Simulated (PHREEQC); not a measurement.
Buffer

Make-up at 88 °C: 59 mmol/kgw H3PO4 and 7.4 mmol/kgw NH3. Closed to the air; pH follows from the charge balance.

The numbers come from PHREEQC with the ion-association model, phreeqc.dat.

Precipitation was switched off in this run.

**Question.** Estimate the pH, specific conductance.

**Answer.** pH 2.02; specific conductance 12200 µS/cm.

**Question.** In which forms is P present?

**Answer.** H3PO4 69 %, H2PO4- 31 % of the P.

At this temperature some constants are extrapolated from 25 °C, and those without enthalpy data are left unchanged.
